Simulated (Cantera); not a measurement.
What does this Cantera script print?

```python
import numpy as np
import cantera as ct

gas = ct.Solution("h2o2.yaml")
gas.TPX = 1125, 2666, {'H2': 0.077, 'O2': 1}
reactor = ct.IdealGasConstPressureReactor(gas, energy="off", clone=False)
net = ct.ReactorNet([reactor])
net.rtol, net.atol = 1e-08, 1e-18
show = ['H2', 'O2', 'OH', 'O', 'H', 'HO2']
times = np.geomspace(5e-06, 20, 12)

steps = ct.SolutionArray(gas, extra=["t"])
rows = []
print(f"{'t/s':>10s}{'T/K':>9s}{'P/Pa':>11s}" + "".join(f"{s:>11s}" for s in show))
for t in times:
    while net.time < t:
        t_next = net.step()
        steps.append(gas.state, t=t_next)
    rows.append([np.interp(t, steps.t, y) for y in (steps.T, steps.P, *steps(*show).X.T)])
    print(f"{t:10.3e}{rows[-1][0]:9.1f}{rows[-1][1]:11.4g}" + "".join(f"{x:11.3e}" for x in rows[-1][2:]))
rate = np.gradient(steps.T, steps.t)
print("integrator steps:", len(steps.t))
if steps.T.max() > steps.T[0] + 200:
    print(f"time of steepest temperature rise: {steps.t[rate.argmax()]:.4e} s")
gas.TPX = 1125, 2666, {'H2': 0.077, 'O2': 1}
gas.equilibrate("TP")
print(f"equilibrium (TP): T = {gas.T:.1f} K  " + "  ".join(f"{s} {gas[s].X[0]:.3e}" for s in show))
```

It prints:

```
       t/s      T/K       P/Pa         H2         O2         OH          O          H        HO2
 5.000e-06   1125.0       2666  7.149e-02  9.285e-01  9.372e-12  9.714e-12  1.249e-10  1.341e-10
 1.991e-05   1125.0       2666  7.149e-02  9.285e-01  1.160e-10  1.328e-10  4.320e-10  5.351e-10
 7.931e-05   1125.0       2666  7.149e-02  9.285e-01  1.125e-09  1.655e-09  1.747e-09  2.144e-09
 3.159e-04   1125.0       2666  7.149e-02  9.285e-01  3.902e-08  6.743e-08  4.718e-08  9.414e-09
 1.258e-03   1125.0       2666  5.283e-02  9.162e-01  3.619e-03  7.496e-03  6.016e-03  8.626e-06
 5.011e-03   1125.0       2666  1.033e-03  9.022e-01  2.747e-03  2.039e-02  6.139e-03  1.054e-05
 1.996e-02   1125.0       2666  1.636e-04  9.221e-01  1.065e-03  3.191e-03  3.638e-04  5.738e-06
 7.948e-02   1125.0       2666  1.159e-05  9.255e-01  2.886e-04  2.353e-04  7.239e-06  1.243e-06
 3.166e-01   1125.0       2666  9.804e-07  9.258e-01  8.720e-05  2.122e-05  1.971e-07  1.768e-07
 1.261e+00   1125.0       2666  1.281e-07  9.258e-01  3.239e-05  2.925e-06  1.009e-08  2.912e-08
 5.022e+00   1125.0       2666  2.287e-08  9.258e-01  1.389e-05  5.389e-07  7.970e-10  6.892e-09
 2.000e+01   1125.0       2666  4.943e-09  9.259e-01  6.505e-06  1.183e-07  8.201e-11  3.988e-09
integrator steps: 2007
equilibrium (TP): T = 1125.0 K  H2 1.145e-09  O2 9.259e-01  OH 3.127e-06  O 2.738e-08  H 9.270e-12  HO2 5.833e-09
```

Detailed kinetics in Cantera: the H2/O2 subset of GRI-Mech 3.0, which has no nitrogen chemistry. Radical loss at walls, strong at low pressure, is not modelled. The temperature is held fixed by assumption; the heat of reaction is taken as removed at once.
